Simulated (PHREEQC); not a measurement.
Polishing slurry liquid (model solution)

Make-up at 40 °C: 0.97 mol/kgw KOH, 0.0014 mol/kgw KNO3 and 0.85 mol/kgw KH2PO4. Closed to the air; pH follows from the charge balance.

The numbers come from PHREEQC with the ion-association model, phreeqc.dat.

No solid was allowed to form.

Question: What pH, activity of water, ionic strength does the model give?

Answer: pH 10.07; activity of water 0.958; ionic strength 2.53 mol/kgw.

Question: In which forms is K present?

Answer: K+ 90 %, KHPO4- 10 % of the K.

The ionic strength is past about 0.7 mol/kgw, beyond the range of this activity model, so the values are rough. Complexes and solids missing from the database can't appear. Away from 25 °C the constants follow the database's enthalpies or fits; those with neither stay at their 25 °C values.
